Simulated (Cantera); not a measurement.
A counterflow diffusion flame at 110000 Pa, nozzles 20 mm apart: fuel side H2 : N2 = 1 : 0.75 (molar parts) at 525 K, oxidiser side O2 : N2 = 0.18 : 0.82 (molar parts) at 473 K, fuel mass flux 0.54 times the oxidiser's; mixture-averaged transport, no radiation.

Cantera simulation using the H2/O2 subset of GRI-Mech 3.0, which has no nitrogen chemistry; the numbers are that mechanism's predictions, not measurements. The maximum strain rate includes the flame's own expansion and is several times the mean.

x: mole fraction; the columns are a selection and need not sum to one.

```csv
oxidiser flux (kg/m²/s),max strain (1/s),mean strain (1/s),T max (K),peak x OH,peak x H,peak x H2O,peak x HO2
0.66,(withheld),94.8,2110,0.0107,0.00980,0.235,4.01e-5
0.88,(withheld),126,2078,0.0108,0.0109,0.233,4.97e-5
1.2,(withheld),172,2042,0.0109,0.0123,0.231,6.02e-5
1.6,(withheld),230,2011,0.0110,0.0137,0.229,7.07e-5
2.1,(withheld),302,1980,0.0110,0.0151,0.227,8.24e-5
2.8,(withheld),402,1944,0.0110,0.0167,0.225,9.58e-5
3.8,(withheld),546,1904,0.0108,0.0186,0.222,0.000111
5.1,(withheld),733,1862,0.0106,0.0204,0.220,0.000125
6.8,(withheld),977,1819,0.0103,0.0222,0.218,0.000140
```

### Question
Some entries are withheld; supply them.

### Answer

- 0.66, max strain (1/s): 345
- 0.88, max strain (1/s): 448
- 1.2, max strain (1/s): 597
- 1.6, max strain (1/s): 785
- 2.1, max strain (1/s): 1010
- 2.8, max strain (1/s): 1330
- 3.8, max strain (1/s): 1770
- 5.1, max strain (1/s): 2340
- 6.8, max strain (1/s): 3090
